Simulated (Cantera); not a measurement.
A Cantera script and its output.

```python
import numpy as np
import cantera as ct

gas = ct.Solution("gri30.yaml")
gas.TPX = 625, 190000, {'CH4': 1, 'C2H6': 0.067, 'C3H8': 0.17, 'O2': 4.67, 'N2': 15}
flame = ct.FreeFlame(gas, width=0.026)
flame.set_refine_criteria(ratio=3, slope=0.08, curve=0.16)
flame.transport_model = "unity-Lewis-number"
flame.solve(loglevel=0, auto=True)
z, T = flame.grid, flame.T
thick = (T[-1] - T[0]) / np.gradient(T, z).max()
show = ['CH4', 'C2H6', 'C3H8', 'H2O', 'CH2O', 'CO']
print(f"laminar burning velocity  {flame.velocity[0] * 100:.3f} cm/s")
print(f"burnt temperature         {T[-1]:.1f} K")
print(f"thermal thickness         {thick * 1e3:.4f} mm")
print(f"grid points               {len(z)}")
z0 = z[flame.heat_release_rate.argmax()]
print(f"{'z/mm':>9s}{'T/K':>9s}{'u/(m/s)':>9s}" + "".join(f"{s:>11s}" for s in show))
rows = []
for k in (-3, -2, -1.5, -1, -0.5, -0.25, 0, 0.25, 0.5, 1, 2, 4, 8):
    zz = z0 + k * thick
    rows.append([k * thick, np.interp(zz, z, T), np.interp(zz, z, flame.velocity),
                 *(np.interp(zz, z, flame.X[gas.species_index(s)]) for s in show)])
    print(f"{rows[-1][0] * 1e3:9.3f}{rows[-1][1]:9.1f}{rows[-1][2]:9.3f}" + "".join(f"{x:11.3e}" for x in rows[-1][3:]))
```

It prints:

```
laminar burning velocity  89.987 cm/s
burnt temperature         2163.8 K
thermal thickness         0.1972 mm
grid points               124
     z/mm      T/K  u/(m/s)        CH4       C2H6       C3H8        H2O       CH2O         CO
   -0.592    625.6    0.901  4.781e-02  3.203e-03  8.126e-03  6.015e-05  1.862e-06  1.944e-05
   -0.394    631.4    0.909  4.758e-02  3.188e-03  8.073e-03  6.194e-04  1.907e-05  2.002e-04
   -0.296    645.9    0.931  4.701e-02  3.150e-03  7.943e-03  2.020e-03  6.155e-05  6.532e-04
   -0.197    714.2    1.031  4.432e-02  2.971e-03  7.325e-03  8.677e-03  2.525e-04  2.809e-03
   -0.099   1022.9    1.491  3.168e-02  2.126e-03  4.503e-03  3.988e-02  9.219e-04  1.297e-02
   -0.049   1351.2    1.992  1.778e-02  1.056e-03  1.712e-03  7.424e-02  1.111e-03  2.421e-02
    0.000   1699.8    2.533  3.899e-03  7.733e-05  8.004e-05  1.100e-01  5.460e-04  3.389e-02
    0.049   1848.9    2.754  2.308e-04  3.010e-07  1.832e-07  1.221e-01  5.575e-05  2.914e-02
    0.099   1912.0    2.837  8.655e-06  5.492e-10  2.169e-10  1.239e-01  2.497e-06  2.161e-02
    0.197   1990.8    2.937  2.289e-08  1.675e-14  3.805e-15  1.258e-01  8.623e-09  1.327e-02
    0.394   2069.1    3.034  8.741e-13  6.885e-21  2.843e-23  1.290e-01  9.660e-12  7.190e-03
    0.789   2125.0    3.103  1.881e-16  2.250e-27  3.974e-32  1.319e-01  2.150e-12  3.493e-03
    1.578   2153.3    3.138  2.363e-17 -2.716e-29  1.257e-39  1.336e-01  5.627e-13  1.657e-03
```

Computed with Cantera and GRI-Mech 3.0 (53 species, 325 reactions). GRI-Mech 3.0 was tuned for natural gas; its chemistry of propane as a main component is partial and can be far from experiment. Unity Lewis numbers drop preferential diffusion, which matters most where H2 and H carry the flame. Burning velocities carry a grid error of a few per cent, more on coarse grids.
